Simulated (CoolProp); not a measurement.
Vapour-liquid equilibrium of propylene (1) + R142b (2) at -30.15 °C; x and y are mole fractions of (1).

The numbers come from the multi-fluid Helmholtz-energy mixture model, Lemmon 2013 and Lemmon 2006; pair parameters Bell 2016 in CoolProp.

```
x      bubble pressure (bar)  y at the bubble point  dew pressure at overall composition x (bar)  liquid density (mol/L)
-----  ---------------------  ---------------------  -------------------------------------------  ----------------------
0.05                  0.5024                  0.247                                       0.4140                   12.40
0.125                 0.6614                  0.468                                       0.4438                   12.51
0.2                      ___                  0.602                                       0.4783                   12.63
0.275                 0.9651                  0.691                                       0.5185                   12.74
0.35                     ___                  0.754                                       0.5660                   12.85
0.425                  1.238                  0.802                                       0.6230                   12.97
0.5                    1.362                  0.839                                       0.6926                   13.08
0.575                  1.480                  0.869                                       0.7794                   13.20
0.65                   1.592                  0.896                                       0.8903                   13.33
0.725                  1.701                  0.919                                        1.036                   13.45
0.8                    1.808                  0.941                                        1.233                   13.59
0.875                  1.916                  0.963                                        1.503                     ___
0.95                   2.027                    ___                                        1.851                   13.87
```

**Question.** Fill in the missing entries.

**Answer.** 
- 0.2, bubble pressure (bar): 0.8165
- 0.35, bubble pressure (bar): 1.106
- 0.875, liquid density (mol/L): 13.73
- 0.95, y at the bubble point: 0.985

No azeotrope shows between x = 0.05 and 0.95.

Pair parameters are fitted to limited data, so mixtures are less certain than the pure fluids.
